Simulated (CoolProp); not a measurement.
Values from CoolProp's reference Helmholtz-energy equation of state, Lemmon 2006. It is a short technical equation, of lower accuracy than the large ones.

Task: For C3F8 (R218), give the phase and the density (kg/m³), cv (kJ/(kg K)), Joule-Thomson coefficient (K/MPa) at 310.6 K and 1.8 MPa.

Result: 
- 310.6 K and 1.8 MPa: liquid; density 1260, cv 0.818, Joule-Thomson coefficient 0.491
